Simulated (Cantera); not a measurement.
Standard-state values (1 bar) from the NASA 1993 polynomials, evaluated with Cantera. Values are per mole of reaction as written; species without (g) are pure solids or liquids, kept so even where they would boil at 1 bar.

**Question.** Between 300 and 2023 K, where is each reaction favourable under standard conditions?
- 2 F2(g) + Cu2O = 2 CuF2 + O(g)

**Answer.** 
- 2 F2(g) + Cu2O = 2 CuF2 + O(g): ΔG° is -603 kJ at 300 K and -446 kJ at 2023 K; it stays negative (K > 1). ΔH° is -534 kJ and ΔS° -44 J/K at 2023 K.
